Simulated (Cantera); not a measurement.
A closed system holds: 1 mol C2H5OH, 3.7 mol H2, 8.4 mol N2, at 1.30 bar.

Method: chemical equilibrium by Gibbs-energy minimisation in Cantera with the NASA 1993 tables (ideal gas, pure condensed phases). Candidate condensed phases: C, C6H6, C7H8, C8H18, H2O; 136 gas species. Kinetics and transport are ignored.

x: gas mole fraction; n: condensed amount in mol.

```json
[
 {"T (K)": "1548", "x N2": "0.522", "x H2": "0.415", "x H": "1.74e-5", "x CO": "0.0621", "x HCN": "0.000683", "x HNC": "1.34e-5", "n C(graphite)": "0.982"},
 {"T (K)": "1698", "x N2": "0.521", "x H2": "0.415", "x H": "8.17e-5", "x CO": "0.0621", "x HCN": "0.00168", "x HNC": "5.01e-5", "n C(graphite)": "0.967"},
 {"T (K)": "1848", "x N2": "0.520", "x H2": "0.414", "x H": "0.000299", "x CO": "0.0621", "x HCN": "0.00358", "x HNC": "0.000151", "n C(graphite)": "0.934"},
 {"T (K)": "1998", "x N2": "0.518", "x H2": "0.411", "x H": "0.000902", "x CO": "0.0621", "x HCN": "0.00675", "x HNC": "0.000382", "n C(graphite)": "0.873"},
 {"T (K)": "2148", "x N2": "0.515", "x H2": "0.407", "x H": "0.00233", "x CO": "0.0620", "x HCN": "0.0116", "x HNC": "0.000847", "n C(graphite)": "[?]"},
 {"T (K)": "2298", "x N2": "0.510", "x H2": "0.401", "x H": "0.00532", "x CO": "0.0619", "x HCN": "0.0185", "x HNC": "0.00168", "n C(graphite)": "[?]"},
 {"T (K)": "2448", "x N2": "0.504", "x H2": "0.390", "x H": "0.0109", "x CO": "0.0618", "x HCN": "0.0275", "x HNC": "0.00303", "n C(graphite)": "[?]"},
 {"T (K)": "2598", "x N2": "0.494", "x H2": "0.374", "x H": "0.0204", "x CO": "0.0615", "x HCN": "0.0385", "x HNC": "0.00503", "n C(graphite)": "[?]"},
 {"T (K)": "2748", "x N2": "0.488", "x H2": "0.361", "x H": "0.0358", "x CO": "0.0610", "x HCN": "0.0412", "x HNC": "0.00625", "n C(graphite)": "0"},
 {"T (K)": "2898", "x N2": "0.482", "x H2": "0.345", "x H": "0.0588", "x CO": "0.0603", "x HCN": "0.0405", "x HNC": "0.00704", "n C(graphite)": "0"},
 {"T (K)": "3048", "x N2": "0.473", "x H2": "0.323", "x H": "0.0910", "x CO": "0.0592", "x HCN": "0.0393", "x HNC": "0.00770", "n C(graphite)": "0"}
]
```

Fill in the missing entries.


- 2148, n C(graphite): 0.773
- 2298, n C(graphite): 0.618
- 2448, n C(graphite): 0.394
- 2598, n C(graphite): 0.0865
